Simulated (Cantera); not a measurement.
A perfectly stirred reactor is fed with 3.05 % H2, 4.62 % O2, 92.3 % N2, equivalence ratio 0.33, at 0.572 atm; it is held at 1100 K, and followed from long to short residence time.

Model: the H2/O2 subset of GRI-Mech 3.0, which has no nitrogen chemistry, integrated in Cantera.

Predict: x(H2) at τ = 10.0 s; x(O2) at τ = 10.0 s; x(H2O2) at τ = 10.0 s; x(H) at τ = 10.0 s; x(O) at τ = 10.0 s; x(H2) at τ = 28.0 ms; x(O2) at τ = 28.0 ms; x(H2O2) at τ = 28.0 ms; x(H) at τ = 28.0 ms; x(O) at τ = 28.0 ms.


```json
{
  "x(H2) at τ = 10.0 s": "2.11e-5",
  "x(O2) at τ = 10.0 s": "0.0314",
  "x(H2O2) at τ = 10.0 s": "6.79e-8",
  "x(H) at τ = 10.0 s": "2.04e-7",
  "x(O) at τ = 10.0 s": "2.40e-6",
  "x(H2) at τ = 28.0 ms": "0.000817",
  "x(O2) at τ = 28.0 ms": "0.0317",
  "x(H2O2) at τ = 28.0 ms": "7.35e-7",
  "x(H) at τ = 28.0 ms": "6.94e-5",
  "x(O) at τ = 28.0 ms": "0.000122"
}
```
